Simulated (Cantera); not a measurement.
Input: 1 mol MgF2, 0.27 mol H2, held at 11.3 Torr.

Equilibrium computed with Cantera from the NASA thermochemical tables; the gas is ideal and each condensed phase is pure. Candidate condensed phases: Mg, MgF2; 17 gas species. Rates play no part.

x: gas mole fraction; n: condensed amount in mol.

```
T (K)   x H2      x HF      x Mg    x MgF2  n MgF2(s)
-----  -----  --------  --------  --------  ---------
1100   1.000   9.49e-6   4.74e-6   6.33e-8      1.000
1150   1.000       [?]       [?]       [?]      1.000
1200   1.000   8.08e-5   4.02e-5   2.01e-6      1.000
1250   1.000  0.000207  0.000102   9.14e-6      1.000
1300   0.999  0.000491  0.000242   3.68e-5      1.000
1350   0.998   0.00109  0.000537  0.000133      1.000
1400   0.996   0.00230   0.00112  0.000437      1.000
1450   0.992       [?]       [?]       [?]      0.999
1500   0.983   0.00870   0.00413   0.00368      0.998
```

**Question.** Fill in the missing entries.

**Answer.** 
- 1150, x HF: 2.90e-5
- 1150, x Mg: 1.45e-5
- 1150, x MgF2: 3.86e-7
- 1450, x HF: 0.00458
- 1450, x Mg: 0.00220
- 1450, x MgF2: 0.00132
